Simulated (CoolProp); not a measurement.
Vapour-liquid equilibrium of carbon dioxide (1) + cyclopentane (2) at 4.85 °C; x and y are mole fractions of (1).

Model: multi-fluid Helmholtz-energy mixture model, Span 1996 and Gedanitz 2015; pair parameters Bell 2016, in CoolProp.

Task: Give the bubble pressure and the first vapour's composition at x = 0.2, 0.65, 0.95. Is there an azeotrope?

Result: x = 0.2: 1.345 MPa, y = 0.984; x = 0.65: 2.799 MPa, y = 0.991; x = 0.95: 3.673 MPa, y = 0.997. No azeotrope shows between x = 0.05 and 0.95.

The pair parameters rest on a limited set of measurements; away from them the model extrapolates. The gap from Raoult's law changes sign with composition, which may be real or a fault of the pair parameters; it wasn't checked against measurements. With so large a gap from Raoult's law the liquid may split in two, which this calculation doesn't test in full.
